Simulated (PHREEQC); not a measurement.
# Metal-bearing waste water: speciation

Make-up at 35 °C: 0.0064 mol Al2(SO4)3, 0.0008 mol MgSO4, 0.011 mol HCl and 0.0078 mol Na2SO4 per kg of water. Closed to the air; pH follows from the charge balance.

Computed with PHREEQC (ion-association model, phreeqc.dat).

Each row changes one thing in this solution. Precipitation was switched off in this run.

```tsv
case	pH	ionic strength (mol/kgw)	SO4-2 (mol/kgw)	HSO4- (mol/kgw)
as made	2.23	0.0555	0.0107	0.00413
MgSO4 replaced by MnSO4 at the same molality	2.24	0.0557	0.0107	0.00414
diluted 5-fold with water	2.79	0.0138	0.00301	0.000417
Al2(SO4)3 replaced by H2SO4 at the same molality	1.85	0.0406	0.00719	0.00726
temperature from 35 to 15 °C	2.19	0.0588	0.0118	0.00332
MgSO4 from 0.0008 to 0.0012 mol/kgw	2.24	0.0563	0.0109	0.00416
Na2SO4 left out	2.16	0.0420	0.00602	0.00294
temperature from 35 to 10 °C	2.18	0.0598	0.0121	0.00316
```

Complexes and solids missing from the database can't appear. At this temperature some constants are extrapolated from 25 °C, and those without enthalpy data are left unchanged.
